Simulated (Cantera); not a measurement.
Charge: 1 mol TiO2, 2.3 mol Al2O3, 0.6 mol O2, at 975 K and 0.133 bar.

Cantera equilibrium calculation (NASA polynomials, part measured and part estimated; ideal gas, pure solids and liquids). Candidate condensed phases: Al, Al2O3, Ti, TiO, TiO2, Ti2O3, Ti3O5, Ti4O7; 12 gas species. Condensed phases not in the tables: mixed aluminates and titanates, alloys, solid solutions and most ternary compounds. The numbers say what is thermodynamically allowed, not how fast it happens.

Base state: O2 1.00 (mole fractions); condensed: Al2O3(s) + TiO2(rutile).

**Question.** What changes in the equilibrium state with this change: TiO2 replaced by SiO2?

**Answer.** 
```json
[
 {"species": "O2", "before": "1.00", "after": "1.00"},
 {"species": "Al2O3(s), mol", "before": "2.30", "after": "1.30"},
 {"species": "TiO2(rutile), mol", "before": "1.00", "after": "0"},
 {"species": "Al2SiO5(andalusite), mol", "before": "0", "after": "1.00"}
]
```
Condensed phases not in the tables: alloys, solid solutions and most ternary compounds. Further candidate phases: Al2SiO5, Al6Si2O13, Si, SiO2.

**Question.** What changes in the equilibrium state with this change: 0.011 mol HCl added?

**Answer.** 
```csv
species,before,after
O2,1.00,0.982
HCl,0,0.0102
H2O,0,0.00392
Cl2,0,0.00390
Cl,0,4.53e-5
"Al2O3(s), mol",2.30,2.30
"TiO2(rutile), mol",1.00,1.00
```
Condensed phases not in the tables: AlOCl, TiOCl, mixed aluminates and titanates, alloys, solid solutions and most ternary compounds. Further candidate phases: AlCl3, H2O, TiCl2, TiCl3, TiCl4.
